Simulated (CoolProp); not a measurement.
Vapour-liquid equilibrium of diethyl ether (1) + acetone (2) at 1.56 MPa; x and y are mole fractions of (1).

Values from CoolProp's multi-fluid Helmholtz-energy mixture model, Thol 2014 and Lemmon 2006; pair parameters Bell 2016.

```
x     bubble temperature (K)  y at the bubble point  dew temperature at overall composition x (K)  liquid density (mol/L)
----  ----------------------  ---------------------  --------------------------------------------  ----------------------
0.05                   437.3                  0.077                                             ?                   9.979
0.2                    430.8                  0.282                                         433.4                   9.467
0.35                   425.4                      ?                                         428.6                       ?
0.5                    421.2                  0.586                                         423.8                   8.503
0.65                   418.2                  0.705                                             ?                   8.064
0.8                    416.3                  0.821                                         416.6                   7.667
0.95                   415.6                  0.950                                         415.6                   7.315
```

### Question
Fill in the missing entries.

### Answer

- 0.05, dew temperature at overall composition x (K): 438.1
- 0.35, y at the bubble point: 0.449
- 0.35, liquid density (mol/L): 8.974
- 0.65, dew temperature at overall composition x (K): 419.5

y crosses x between x = 0.8 and 0.95: the model has an azeotrope there.

Pair parameters are fitted to limited data, so mixtures are less certain than the pure fluids.
